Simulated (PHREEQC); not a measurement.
Solution (25 °C and 50 atm): 0.014 mol/kgw Na2SO4 and 0.096 mol/kgw NaCl. Closed to the air; pH follows from the charge balance.

All values are PHREEQC results (ion-association model, phreeqc.dat), not measurements.

```yaml
ionic_strength: 0.133 mol/kgw
specific_conductance: 12200 µS/cm
density: 1.005 g/cm³
```

| species | molality | activity | log γ |
|---|---|---|---|
| Na+ | 0.122 | 0.0936 | -0.114 |
| Cl- | 0.0960 | 0.0716 | -0.127 |
| SO4-2 | 0.0116 | 0.00394 | -0.470 |
| NaSO4- | 0.00239 | 0.00184 | -0.113 |
| OH- | 1.56e-7 | 1.15e-7 | -0.131 |
| H+ | 1.12e-7 | 9.14e-8 | -0.089 |
| HSO4- | 4.34e-8 | 3.33e-8 | -0.116 |

This is a speciation only: nothing precipitates in the calculation. Complexes and solids missing from the database can't appear. Under pressure, the constants of complexes without a molar volume in the database are unreliable.
